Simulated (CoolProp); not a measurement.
Vapour-liquid equilibrium of R143a (1) + dimethyl ether (2) at 292.8 K; x and y are mole fractions of (1).

The numbers come from the multi-fluid Helmholtz-energy mixture model, Lemmon and Jacobsen 2000 and Wu 2011; pair parameters Bell 2016 in CoolProp.

Give the bubble pressure and the first vapour's composition at x = 0.2, 0.35, 0.5. Is there an azeotrope?

x = 0.2: 6.363 bar, y = 0.341; x = 0.35: 7.277 bar, y = 0.515; x = 0.5: 8.147 bar, y = 0.652. No azeotrope shows between x = 0.05 and 0.95.

Pair parameters are fitted to limited data, so mixtures are less certain than the pure fluids.
